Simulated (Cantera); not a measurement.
What does this Cantera script print?

```python
import numpy as np
import cantera as ct

gas_names = """
    CL CL2 H HCL H2 Si SiCL SiCL2 SiCL3 SiCL4 SiH SiHCL3 SiH2 SiH2CL2 SiH3 SiH3CL SiH4 Si2 Si3
""".split()
cond_names = """
    Si(cr) Si(L)
""".split()


# ... load() reads the species with a 1 bar reference pressure and builds the phases ...
atoms = {
    'SiHCl3': {'Si': 1, 'H': 1, 'CL': 3},
    'HCl': {'H': 1, 'CL': 1},
    'H2': {'H': 2},
}
top_T = {}  # K; cautious upper limits of use, not melting points


# ... equilibrate(T, P, feed) seeds the gas with the atoms and calls Mixture.equilibrate('TP', solver="vcs", rtol=1e-11, max_steps=5000) ...
results = []
T = 1948  # K
P = 1333.22  # Pa
for m in [8, 12, 19, 30, 46, 71, 110, 170, 260, 410, 630, 970, 1500]:
    feed = {'SiHCl3': 1, 'HCl': 2.2, 'H2': m}  # mol
    mix = equilibrate(T, P, feed)
    results.append((T, P, feed, dict(zip(mix.species_names, mix.species_moles))))
    x = sorted(zip(gas.X, gas.species_names), reverse=True)
    print(f"T = {T:g} K  P = {P:g} Pa  n(H2) = {m:g} mol  gas = {mix.phase_moles(0):.4g} mol")
    print("   x: " + "  ".join(f"{s} {v:.3e}" for v, s in x if v > 1e-05))
    print("   condensed (mol): " + ("  ".join(f"{mix.phase(i).name} {mix.phase_moles(i):.4g}"
          for i in range(1, mix.n_phases) if mix.phase_moles(i) > 1e-12) or "none"))
```

It prints:

```
T = 1948 K  P = 1333.22 Pa  n(H2) = 8 mol  gas = 12.27 mol
   x: H2 6.487e-01  HCL 2.595e-01  SiCL2 7.934e-02  H 7.882e-03  CL 2.364e-03  SiCL3 8.188e-04  SiCL 7.473e-04  Si 5.225e-04  SiH 3.736e-05  SiH2 1.525e-05  SiCL4 1.054e-05
   condensed (mol): none
T = 1948 K  P = 1333.22 Pa  n(H2) = 12 mol  gas = 16.3 mol
   x: H2 7.319e-01  HCL 1.967e-01  SiCL2 5.927e-02  H 8.372e-03  CL 1.687e-03  SiCL 7.823e-04  Si 7.665e-04  SiCL3 4.365e-04  SiH 5.821e-05  SiH2 2.523e-05
   condensed (mol): none
T = 1948 K  P = 1333.22 Pa  n(H2) = 19 mol  gas = 23.35 mol
   x: H2 8.081e-01  HCL 1.391e-01  SiCL2 4.052e-02  H 8.798e-03  Si 1.157e-03  CL 1.135e-03  SiCL 7.945e-04  SiCL3 2.008e-04  SiH 9.231e-05  SiH2 4.204e-05
   condensed (mol): none
T = 1948 K  P = 1333.22 Pa  n(H2) = 30 mol  gas = 34.44 mol
   x: H2 8.645e-01  HCL 9.663e-02  SiCL2 2.627e-02  H 9.099e-03  Si 1.663e-03  SiCL 7.672e-04  CL 7.626e-04  SiH 1.373e-04  SiCL3 8.746e-05  SiH2 6.466e-05  Si2 1.447e-05
   condensed (mol): none
T = 1948 K  P = 1333.22 Pa  n(H2) = 46 mol  gas = 50.56 mol
   x: H2 9.007e-01  HCL 7.215e-02  SiCL2 1.473e-02  H 9.288e-03  Si 1.742e-03  SiCL 5.879e-04  CL 5.578e-04  SiH 1.468e-04  SiH2 7.057e-05  SiCL3 3.586e-05  Si2 1.588e-05
   condensed (mol): Si(L) 0.1227
T = 1948 K  P = 1333.22 Pa  n(H2) = 71 mol  gas = 75.73 mol
   x: H2 9.276e-01  HCL 5.260e-02  H 9.425e-03  SiCL2 7.602e-03  Si 1.742e-03  SiCL 4.224e-04  CL 4.008e-04  SiH 1.489e-04  SiH2 7.268e-05  Si2 1.588e-05  SiCL3 1.330e-05
   condensed (mol): Si(L) 0.2394
T = 1948 K  P = 1333.22 Pa  n(H2) = 110 mol  gas = 115 mol
   x: H2 9.470e-01  HCL 3.719e-02  H 9.524e-03  SiCL2 3.721e-03  Si 1.742e-03  SiCL 2.955e-04  CL 2.804e-04  SiH 1.505e-04  SiH2 7.420e-05  Si2 1.588e-05
   condensed (mol): Si(L) 0.3065
T = 1948 K  P = 1333.22 Pa  n(H2) = 170 mol  gas = 175.4 mol
   x: H2 9.605e-01  HCL 2.573e-02  H 9.591e-03  SiCL2 1.757e-03  Si 1.742e-03  SiCL 2.030e-04  CL 1.927e-04  SiH 1.516e-04  SiH2 7.526e-05  Si2 1.588e-05
   condensed (mol): Si(L) 0.3032
T = 1948 K  P = 1333.22 Pa  n(H2) = 260 mol  gas = 266 mol
   x: H2 9.696e-01  HCL 1.764e-02  H 9.637e-03  Si 1.742e-03  SiCL2 8.179e-04  SiH 1.523e-04  SiCL 1.385e-04  CL 1.315e-04  SiH2 7.598e-05  Si2 1.588e-05
   condensed (mol): Si(L) 0.21
T = 1948 K  P = 1333.22 Pa  n(H2) = 410 mol  gas = 417 mol
   x: H2 9.763e-01  HCL 1.161e-02  H 9.670e-03  Si 1.702e-03  SiCL2 3.435e-04  SiH 1.492e-04  SiCL 8.873e-05  CL 8.620e-05  SiH2 7.471e-05  Si2 1.514e-05
   condensed (mol): none
T = 1948 K  P = 1333.22 Pa  n(H2) = 630 mol  gas = 638.1 mol
   x: H2 9.809e-01  H 9.692e-03  HCL 7.823e-03  Si 1.230e-03  SiCL2 1.122e-04  SiH 1.081e-04  CL 5.796e-05  SiH2 5.425e-05  SiCL 4.311e-05
   condensed (mol): none
T = 1948 K  P = 1333.22 Pa  n(H2) = 970 mol  gas = 979.9 mol
   x: H2 9.841e-01  H 9.708e-03  HCL 5.181e-03  Si 8.464e-04  SiH 7.453e-05  CL 3.833e-05  SiH2 3.746e-05  SiCL2 3.378e-05  SiCL 1.962e-05
   condensed (mol): none
T = 1948 K  P = 1333.22 Pa  n(H2) = 1500 mol  gas = 1512 mol
   x: H2 9.862e-01  H 9.719e-03  HCL 3.385e-03  Si 5.645e-04  SiH 4.976e-05  SiH2 2.504e-05  CL 2.501e-05
   condensed (mol): none
```

Equilibrium computed with Cantera from the NASA thermochemical tables; the gas is ideal and each condensed phase is pure. The tables' values for SiCl3, SiCl are old estimates; treat these amounts as uncertain. Gases not in the tables: Si2H6 and higher silanes.
